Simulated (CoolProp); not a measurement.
Properties of cyclopropane along the isobar 7.43 bar.

Model: reference Helmholtz-energy equation of state, Polt 1992, in CoolProp. This equation is an older, rougher fit.

```csv
T (K),phase,density (kg/m³),cp (kJ/(kg K)),expansivity (1/kK)
310.8,gas,13.66,1.630,4.835
324.3,gas,12.84,1.650,4.328
337.7,gas,12.15,1.683,3.944
351.2,gas,11.54,1.723,3.636
364.7,gas,11.01,1.769,3.384
378.1,gas,10.54,1.818,3.175
391.6,gas,10.11,1.870,2.995
405.1,gas,9.717,1.922,2.839
418.5,gas,9.363,1.975,2.704
```
